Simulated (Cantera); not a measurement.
A perfectly stirred reactor is fed with 13.6 % CH4, 18.1 % O2, 68.3 % N2, equivalence ratio 1.5, at 13.0 bar; it is adiabatic with a 725 K inlet, and is followed from long to short residence time, starting on the burning branch (τ in s: 0.13, 0.05, 0.019, 0.007, 0.0026, 0.00099, 0.00037, 0.00014, 5.2e-05, 2e-05).

Computed with Cantera and GRI-Mech 3.0 (53 species, 325 reactions). The pressure lies above the range GRI-Mech 3.0 was tuned for (to about 10 atm).

### Question
Predict: blow-out, bracketed by the residence times tried; x(CH4) at τ = 0.130 s; x(O2) at τ = 0.130 s; x(H) at τ = 0.130 s; x(CH3) at τ = 0.130 s; x(CH4) at τ = 0.990 ms; x(O2) at τ = 0.990 ms; x(NO2) at τ = 0.990 ms; x(H) at τ = 0.990 ms; x(CH3) at τ = 0.990 ms.

### Answer
- blow-out, bracketed by the residence times tried: burning at 52.0 µs, out at 20.0 µs
- x(CH4) at τ = 0.130 s: 7.32e-5
- x(O2) at τ = 0.130 s: 1.05e-5
- x(H) at τ = 0.130 s: 0.000501
- x(CH3) at τ = 0.130 s: 8.65e-6
- x(CH4) at τ = 0.990 ms: 0.00297
- x(O2) at τ = 0.990 ms: 0.00103
- x(NO2) at τ = 0.990 ms: 2.14e-9
- x(H) at τ = 0.990 ms: 0.000602
- x(CH3) at τ = 0.990 ms: 0.000457
